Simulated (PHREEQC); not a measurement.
Make-up at 25 °C: 1.3 mmol/kgw ZnSO4, 1.8 mmol/kgw Na2SO4 and 0.47 mmol/kgw H2SO4. It is in equilibrium with CO2 at log p = -1 (atm). Otherwise closed; pH follows from the charge balance.

Equilibrium calculation in PHREEQC: ion-association model, phreeqc.dat.

This is a speciation only: nothing precipitates in the calculation.

**Question.** Order these Zn species by the share of Zn that they hold, largest first: ZnSO4, Zn+2, Zn(SO4)2-2.

**Answer.** Zn+2 (76 %), ZnSO4 (24 %), Zn(SO4)2-2 (0.60 %)

The pH is 3.15 and the ionic strength 0.0104 mol/kgw. Species that the database lacks are ignored.
